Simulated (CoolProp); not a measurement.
Vapour-liquid equilibrium of CH2F2 (R32) (1) + R142b (2) at 266.3 K; x and y are mole fractions of (1).

Values from CoolProp's multi-fluid Helmholtz-energy mixture model, Tillner-Roth 1997 and Lemmon 2006; pair parameters Bell 2016.

```
x     bubble pressure, mixture model (MPa)  bubble pressure, Raoult's law (MPa)  y, mixture model  y, Raoult's law
----  ------------------------------------  -----------------------------------  ----------------  ---------------
0.05                                     ?                               0.1379             0.255            0.235
0.15                                0.2099                               0.1917             0.531            0.508
0.25                                     ?                               0.2455                 ?            0.661
0.35                                0.3365                               0.2993             0.761            0.759
0.45                                0.3926                               0.3531             0.819            0.827
0.55                                0.4437                               0.4069             0.861            0.877
0.65                                0.4906                               0.4607             0.894            0.916
0.75                                0.5352                               0.5145             0.924            0.946
0.85                                0.5792                               0.5683             0.952            0.971
0.95                                0.6249                               0.6221                 ?            0.991
```

Problem. Complete the blanks.

Solution. 
- 0.05, bubble pressure, mixture model (MPa): 0.1435
- 0.25, bubble pressure, mixture model (MPa): 0.2751
- 0.25, y, mixture model: 0.675
- 0.95, y, mixture model: 0.983

The largest gap from Raoult's law is +12.4 % in bubble pressure, at x = 0.35. No azeotrope shows between x = 0.05 and 0.95.

The pair parameters rest on a limited set of measurements; away from them the model extrapolates.
